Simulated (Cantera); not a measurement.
Input: 1 mol Al, 3.2 mol O₂, 130 mol H₂, held at 1330 Pa.

These are equilibrium values from Cantera (NASA tables, ideal gas, pure condensed phases), not measurements of a reactor. Candidate condensed phases: Al, Al₂O₃, H₂O; 19 gas species. Rates play no part. All values below are at 1873 K.

Base state: H₂ 0.957, H₂O 0.0376, H 0.00547, OH 1.67e-5 (mole fractions); condensed: Al₂O₃(s).

Problem. What changes in the equilibrium state with this change: Al replaced by AlCl₃?

Solution. 
```csv
species,before,after
H₂,0.957,0.935
H₂O,0.0376,0.0372
HCl,0,0.0226
Cl,0,9.92e-5
H,0.00547,0.00540
OH,1.67e-5,1.67e-5
"Al₂O₃(s), mol",0.500,0.500
```
Further candidate phases: AlCl₃.

Problem. What changes in the equilibrium state with this change: O₂ from 3.2 to 7.1 mol?

Solution. 
```
species         before    after
-------------  -------  -------
H₂               0.957    0.897
H₂O             0.0376   0.0974
H              0.00547  0.00529
OH             1.67e-5  4.46e-5
Al₂O₃(s), mol    0.500    0.500
```

Problem. What changes in the equilibrium state with this change: pressure from 1330 Pa to 260 Pa?

Solution. 
```json
[
 {"species": "H₂", "before": "0.957", "after": "0.950"},
 {"species": "H₂O", "before": "0.0376", "after": "0.0374"},
 {"species": "H", "before": "0.00547", "after": "0.0123"},
 {"species": "OH", "before": "1.67e-5", "after": "3.77e-5"},
 {"species": "Al₂O₃(s), mol", "before": "0.500", "after": "0.500"}
]
```
